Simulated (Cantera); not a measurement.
A closed system holds: 1 mol FeS, 0.082 mol SO2, 0.31 mol O2, equilibrated at 0.150 bar.

Method: chemical equilibrium by Gibbs-energy minimisation in Cantera with the NASA 1993 tables (ideal gas, pure condensed phases). Candidate condensed phases: Fe, FeO, FeS, FeSO4, FeS2, Fe2O3, Fe2(SO4)3, Fe3O4, S; 12 gas species. Metal and sulfide melt together well below either melting point, which pure phases cannot show. Mutual solubility and eutectic melting of coexisting phases are not modelled. The tables' stoichiometric FeO is somewhat more stable than real wüstite, so its field is too wide. FeO, FeS: taken at fixed stoichiometry. Gases not in the tables: S3 to S7. Rates play no part.

Q: Which condensed phases are stable at each of these points (T (°C)): 675, 750, 825, 900, 975, 1050, 1125?

A: 
```
T (°C)   condensed phases  Fe condensed (%)
------  -----------------  ----------------
675     FeS(s) + Fe3O4(s)             100.0
750     FeS(s) + Fe3O4(s)             100.0
825     FeS(s) + Fe3O4(s)             100.0
900     FeS(s) + Fe3O4(s)             100.0
975     FeS(s) + Fe3O4(s)             100.0
1050    FeS(s) + Fe3O4(s)             100.0
1125      FeO(s) + FeS(s)             100.0
```

From 675 °C to 1050 °C the condensed part is FeS(s) + Fe3O4(s). At 1125 °C the condensed part is FeO(s) + FeS(s).
